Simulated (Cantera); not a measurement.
A perfectly stirred reactor is fed with CO : H2 : O2 : N2 = 1 : 0.54 : 0.55 : 2.07 (molar parts), at 1400000 Pa; it is adiabatic with a 625 K inlet, and is followed from long to short residence time, starting on the burning branch (τ in s: 0.11, 0.044, 0.017, 0.0066, 0.0026, 0.001, 0.00039, 0.00015, 5.8e-05, 2.3e-05, 8.8e-06, 3.4e-06).

Cantera simulation using GRI-Mech 3.0 (53 species, 325 reactions); the numbers are that mechanism's predictions, not measurements. The hydrogen kinetics of GRI-Mech 3.0 are dated; newer H2 mechanisms differ, most at raised pressure. The pressure lies above the range GRI-Mech 3.0 was tuned for (to about 10 atm).

x: mole fraction; the columns are a selection and need not sum to one.

| τ (s) | T (K) | x CO | x H2 | x O2 | x H2O | x NO |
|---|---|---|---|---|---|---|
| 0.11 | 2595 | 0.111 | 0.0139 | 0.000584 | 0.133 | 0.00120 |
| 0.044 | 2594 | 0.111 | 0.0139 | 0.000599 | 0.133 | 0.00119 |
| 0.017 | 2593 | 0.111 | 0.0139 | 0.000638 | 0.133 | 0.00117 |
| 0.0066 | 2591 | 0.111 | 0.0139 | 0.000734 | 0.133 | 0.00113 |
| 0.0026 | 2586 | 0.111 | 0.0140 | 0.000956 | 0.133 | 0.00104 |
| 0.0010 | 2574 | 0.112 | 0.0141 | ___ | 0.132 | ___ |
| 0.00039 | 2551 | 0.114 | 0.0144 | 0.00243 | 0.131 | 0.000667 |
| 0.00015 | 2511 | 0.117 | 0.0150 | ___ | 0.128 | ___ |
| 5.8e-5 | 2446 | 0.122 | 0.0159 | 0.00713 | 0.125 | 0.000290 |
| 2.3e-5 | 2352 | 0.128 | 0.0173 | 0.0113 | 0.121 | 0.000184 |
| 8.8e-6 | 2218 | 0.138 | 0.0190 | 0.0175 | 0.115 | 0.000120 |
| 3.4e-6 | 2035 | 0.154 | 0.0207 | 0.0273 | 0.109 | 7.35e-5 |

What belongs in the gaps?


- 0.0010, x O2: 0.00145
- 0.0010, x NO: 0.000874
- 0.00015, x O2: 0.00422
- 0.00015, x NO: 0.000457
